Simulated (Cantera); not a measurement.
A perfectly stirred reactor is fed with 1.18 % CH3OH, 0.891 % O2, 97.9 % N2, equivalence ratio 2.0, at 10.0 bar; it is held at 1500 K, and followed from long to short residence time.

Cantera simulation using GRI-Mech 3.0 (53 species, 325 reactions); the numbers are that mechanism's predictions, not measurements. GRI-Mech 3.0 was tuned for natural gas; its chemistry of methanol as a main component is partial and can be far from experiment.

Task: Predict: x(CH3OH) at τ = 2.70 s; x(O2) at τ = 2.70 s; x(HO2) at τ = 2.70 s; x(C2H2) at τ = 2.70 s; x(CH3OH) at τ = 98.0 ms; x(O2) at τ = 98.0 ms; x(HO2) at τ = 98.0 ms; x(C2H2) at τ = 98.0 ms.

Result: 
```json
{
 "x(CH3OH) at τ = 2.70 s": "1.05e-6",
 "x(O2) at τ = 2.70 s": "1.95e-5",
 "x(HO2) at τ = 2.70 s": "1.25e-8",
 "x(C2H2) at τ = 2.70 s": "9.16e-6",
 "x(CH3OH) at τ = 98.0 ms": "2.21e-6",
 "x(O2) at τ = 98.0 ms": "3.88e-5",
 "x(HO2) at τ = 98.0 ms": "8.82e-8",
 "x(C2H2) at τ = 98.0 ms": "7.16e-7"
}
```
